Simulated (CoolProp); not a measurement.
Vapour-liquid equilibrium of R227EA (1) + isobutene (2) at 313.1 K; x and y are mole fractions of (1).

Computed with CoolProp (multi-fluid Helmholtz-energy mixture model, Lemmon 2016 and Lemmon 2005; pair parameters Bell 2016).

| x | bubble pressure (bar) | y at the bubble point | dew pressure at overall composition x (bar) | liquid density (mol/L) |
|---|---|---|---|---|
| 0.05 | 5.312 | 0.145 | 4.888 | 9.960 |
| 0.2 | 6.495 | 0.368 | ? | ? |
| 0.35 | ? | 0.482 | 6.396 | 8.992 |
| 0.5 | 7.418 | 0.570 | ? | ? |
| 0.65 | 7.559 | 0.662 | 7.551 | 8.288 |
| 0.8 | 7.503 | 0.776 | ? | 8.032 |
| 0.95 | ? | 0.933 | 7.146 | 7.828 |

Problem. What belongs in the gaps?

Solution. 
- 0.2, dew pressure at overall composition x (bar): 5.583
- 0.2, liquid density (mol/L): 9.445
- 0.35, bubble pressure (bar): 7.095
- 0.5, dew pressure at overall composition x (bar): 7.174
- 0.5, liquid density (mol/L): 8.607
- 0.8, dew pressure at overall composition x (bar): 7.468
- 0.95, bubble pressure (bar): 7.188

y crosses x between x = 0.65 and 0.8: the model has an azeotrope there.

The pair parameters rest on a limited set of measurements; away from them the model extrapolates.
